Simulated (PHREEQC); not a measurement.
Make-up at 40 °C: 0.0019 mol PbCl2, 0.00099 mol KBr and 0.28 mol Zn(NO3)2 per kg of water. Closed to the air; pH follows from the charge balance.

All values are PHREEQC results (ion-association model, phreeqc.dat), not measurements.

Q: The ionic strength comes out as 0.843 mol/kgw. What activity coefficients do PbCl+, ZnOH+, Zn+2, PbBr+, K+ get?

A: PbCl+ 0.76, ZnOH+ 0.76, Zn+2 0.17, PbBr+ 0.76, K+ 0.60.

Precipitation was switched off in this run. Caution: at this ionic strength the ion-association model is outside its range; a Pitzer model would be the better tool where its parameters exist. At this temperature some constants are extrapolated from 25 °C, and those without enthalpy data are left unchanged.
